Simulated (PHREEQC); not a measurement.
Consider water at 25 °C with 0.0047 mol/kgw CuSO4, 0.052 mol/kgw HCl and 0.0076 mol/kgw NaCl. Closed to the air; pH follows from the charge balance.

All values are PHREEQC results (ion-association model, wateq4f.dat), not measurements.

```csv
quantity,before,after
pH,1.39,5.05
ionic strength (mol/kgw),0.0708,0.0940
HSO4- (mol/kgw),0.00301,1.17e-6
SO4-2 (mol/kgw),0.00145,0.00275
CuCl+ (mol/kgw),0.000292,0.000300
CuSO4 (mol/kgw),0.000222,0.000344
SI of Chalcanthite (CuSO4:5H2O),-3.32,-3.13
SI of Tenorite (CuO),-7.58,-0.31
```

### Question
Name the change that produced these shifts.
(A) HCl from 0.052 to 0.104 mol/kgw
(B) NaCl replaced by CdCl2 at the same molality
(C) CuSO4 from 0.0047 to 0.00423 mol/kgw
(D) HCl replaced by CdCl2 at the same molality

### Answer
D, HCl replaced by CdCl2 at the same molality

This is a speciation only: nothing precipitates in the calculation. Some of these states are supersaturated (in Atacamite, Brochantite, for instance).
